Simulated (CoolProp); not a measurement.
Isohexane at 293.15 K and 8.33 MPa is throttled through a valve to 5 MPa with no heat exchange. Each further row changes one setting.

Values from CoolProp's reference Helmholtz-energy equation of state, Lemmon 2006. It is a short technical equation, of lower accuracy than the large ones.

| case | temperature change (K) | final density (kg/m³) |
|---|---|---|
| as stated | ? | ? |
| outlet pressure 1.5 MPa | +2.9 | ? |
| outlet pressure 6.5 MPa | ? | 659 |

### Question
Complete the blanks.

### Answer

- as stated, temperature change (K): +1.4
- as stated, final density (kg/m³): 657
- outlet pressure 1.5 MPa, final density (kg/m³): 652
- outlet pressure 6.5 MPa, temperature change (K): +0.8
